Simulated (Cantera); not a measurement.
An isothermal, constant-pressure homogeneous reactor starts with 29.7 % H₂, 27.0 % O₂, 43.2 % N₂, equivalence ratio 0.55, at 1275 K and 51000 Pa.

Detailed kinetics in Cantera: GRI-Mech 3.0 (53 species, 325 reactions). The temperature is held fixed by assumption; the heat of reaction is taken as removed at once.

x: mole fraction; the columns are a selection and need not sum to one.

```
t (s)         x H₂   x O₂    x NO₂    x HO₂       x O    x N₂O
--------  --------  -----  -------  -------  --------  -------
0.000100   0.00859  0.143  6.02e-9  9.86e-5   0.00441  7.17e-8
0.000330  0.000567  0.143  7.61e-8  2.63e-5  0.000200  1.03e-7
0.00109    4.61e-5  0.143  1.56e-7  3.51e-6   1.95e-5  1.11e-7
0.00358    4.68e-6  0.143  1.33e-7  5.58e-7   3.25e-6  1.14e-7
0.0118         ___  0.143      ___      ___       ___  1.15e-7
0.0389     2.21e-7  0.143  4.65e-8  4.85e-8   2.13e-7  1.12e-7
0.128      8.98e-8  0.143  4.94e-8  3.50e-8   8.06e-8  9.96e-8
0.423      7.22e-8  0.143  5.73e-8  3.48e-8   5.99e-8  6.62e-8
1.40       7.19e-8  0.143  5.75e-8  3.48e-8   5.95e-8  2.12e-8
4.60       7.19e-8  0.143  5.75e-8  3.48e-8   5.95e-8  8.67e-9
15.2       7.19e-8  0.143  5.75e-8  3.48e-8   5.95e-8  8.59e-9
50.0       7.19e-8  0.143  5.75e-8  3.48e-8   5.95e-8  8.59e-9
```

Task: Some entries are withheld; supply them.

Result: 
- 0.0118, x H₂: 8.36e-7
- 0.0118, x NO₂: 7.64e-8
- 0.0118, x HO₂: 1.32e-7
- 0.0118, x O: 7.52e-7
